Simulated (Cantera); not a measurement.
A Cantera script and its output.

```python
import numpy as np
import cantera as ct

gas = ct.Solution("gri30.yaml")
gas.TPX = 1125, 650000, {'CO': 0.0078, 'O2': 0.0021, 'H2O': 0.00059, 'N2': 1}
reactor = ct.IdealGasConstPressureReactor(gas, energy="off", clone=False)
net = ct.ReactorNet([reactor])
net.rtol, net.atol = 1e-08, 1e-18
show = ['CO', 'O2', 'H2O', 'O', 'H']
times = np.geomspace(0.0005, 10, 14)

steps = ct.SolutionArray(gas, extra=["t"])
rows = []
print(f"{'t/s':>10s}{'T/K':>9s}{'P/Pa':>11s}" + "".join(f"{s:>11s}" for s in show))
for t in times:
    while net.time < t:
        t_next = net.step()
        steps.append(gas.state, t=t_next)
    rows.append([np.interp(t, steps.t, y) for y in (steps.T, steps.P, *steps(*show).X.T)])
    print(f"{t:10.3e}{rows[-1][0]:9.1f}{rows[-1][1]:11.4g}" + "".join(f"{x:11.3e}" for x in rows[-1][2:]))
rate = np.gradient(steps.T, steps.t)
print("integrator steps:", len(steps.t))
if steps.T.max() > steps.T[0] + 200:
    print(f"time of steepest temperature rise: {steps.t[rate.argmax()]:.4e} s")
gas.TPX = 1125, 650000, {'CO': 0.0078, 'O2': 0.0021, 'H2O': 0.00059, 'N2': 1}
gas.equilibrate("TP")
print(f"equilibrium (TP): T = {gas.T:.1f} K  " + "  ".join(f"{s} {gas[s].X[0]:.3e}" for s in show))
```

Output:

```
       t/s      T/K       P/Pa         CO         O2        H2O          O          H
 5.000e-04   1125.0    6.5e+05  7.719e-03  2.078e-03  5.839e-04  4.402e-10  1.090e-11
 1.071e-03   1125.0    6.5e+05  7.719e-03  2.078e-03  5.839e-04  6.411e-10  2.526e-11
 2.294e-03   1125.0    6.5e+05  7.719e-03  2.078e-03  5.839e-04  9.051e-10  6.295e-11
 4.915e-03   1125.0    6.5e+05  7.719e-03  2.078e-03  5.839e-04  1.692e-09  1.920e-10
 1.053e-02   1125.0    6.5e+05  7.719e-03  2.078e-03  5.839e-04  6.353e-09  9.625e-10
 2.255e-02   1125.0    6.5e+05  7.712e-03  2.074e-03  5.837e-04  7.846e-08  1.391e-08
 4.831e-02   1125.0    6.5e+05  7.608e-03  2.023e-03  5.820e-04  2.362e-07  5.024e-08
 1.035e-01   1125.0    6.5e+05  7.310e-03  1.875e-03  5.783e-04  2.620e-07  6.255e-08
 2.217e-01   1125.0    6.5e+05  6.613e-03  1.529e-03  5.729e-04  2.770e-07  8.187e-08
 4.749e-01   1125.0    6.5e+05  5.294e-03  8.702e-04  5.682e-04  2.379e-07  1.088e-07
 1.017e+00   1125.0    6.5e+05  3.780e-03  1.188e-04  5.563e-04  9.780e-08  2.450e-07
 2.179e+00   1125.0    6.5e+05  3.466e-03  4.025e-08  4.812e-04  1.934e-11  1.187e-07
 4.668e+00   1125.0    6.5e+05  3.440e-03  7.964e-10  4.554e-04  1.552e-12  3.792e-08
 1.000e+01   1125.0    6.5e+05  3.423e-03  3.016e-11  4.385e-04  1.314e-13  1.479e-08
integrator steps: 1498
equilibrium (TP): T = 1125.0 K  CO 3.332e-03  O2 1.914e-18  H2O 3.466e-04  O 2.521e-18  H 2.709e-10
```

Model: GRI-Mech 3.0 (53 species, 325 reactions), integrated in Cantera.
